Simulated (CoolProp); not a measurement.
Properties of diethyl ether along the isotherm 336.3 K.

Computed with CoolProp (reference Helmholtz-energy equation of state, Thol 2014).

| p (bar) | phase | cp (kJ/(kg K)) | cv (kJ/(kg K)) | speed of sound (m/s) | isothermal compressibility (1/MPa) | fugacity coefficient |
|---|---|---|---|---|---|---|
| 46.5 | liquid | 2.450 | 1.849 | 843.6 | 0.002780 | ___ |
| 92.9 | liquid | 2.425 | 1.840 | 895.6 | 0.002424 | 0.03610 |
| 139 | liquid | ___ | 1.833 | 941.3 | 0.002161 | 0.02886 |
| 186 | liquid | ___ | 1.828 | 983.3 | 0.001953 | 0.02585 |
| 232 | liquid | 2.374 | 1.824 | 1021 | 0.001790 | 0.02470 |
| 279 | liquid | 2.362 | 1.821 | 1056 | 0.001653 | ___ |
| 325 | liquid | 2.352 | 1.818 | 1089 | 0.001540 | 0.02503 |
| 372 | liquid | 2.342 | 1.816 | 1120 | 0.001442 | 0.02606 |

Problem. Some entries are withheld; supply them.

Solution. 
- 46.5, fugacity coefficient: 0.06009
- 139, cp (kJ/(kg K)): 2.405
- 186, cp (kJ/(kg K)): 2.388
- 279, fugacity coefficient: 0.02453
